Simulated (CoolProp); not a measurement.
Vapour-liquid equilibrium of ethylene (1) + propylene (2) at -42.95 °C; x and y are mole fractions of (1).

The numbers come from the multi-fluid Helmholtz-energy mixture model, Smukala 2000 and Lemmon 2013; pair parameters Bell 2016 in CoolProp.

Q: Give the bubble pressure and the first vapour's composition at x = 0.65, 0.85, 0.95. Is there an azeotrope?

A: x = 0.65: 0.8825 MPa, y = 0.933; x = 0.85: 1.125 MPa, y = 0.974; x = 0.95: 1.257 MPa, y = 0.991. No azeotrope shows between x = 0.05 and 0.95.

Pair parameters are fitted to limited data, so mixtures are less certain than the pure fluids.
